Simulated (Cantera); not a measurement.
A freely propagating, adiabatic, planar premixed flame of H2 : O2 : N2 = 1 : 0.55 : 2.29 (molar parts), equivalence ratio 0.91, unburnt at 623 K and 90.0 Torr; mixture-averaged transport, grid criteria slope 0.08 and curve 0.16, no radiation.

Computed with Cantera and the H2/O2 subset of GRI-Mech 3.0, which has no nitrogen chemistry. Burning velocities carry a grid error of a few per cent, more on coarse grids.

### Question
Predict: laminar burning velocity; thermal thickness; peak x(H); peak x(OH); peak x(H2O2).

### Answer
```json
{
  "laminar_burning_velocity": "571 cm/s",
  "thermal_thickness": "8.20 mm",
  "peak x(H)": "0.0786",
  "peak x(OH)": "0.0170",
  "peak x(H2O2)": "7.95e-7"
}
```
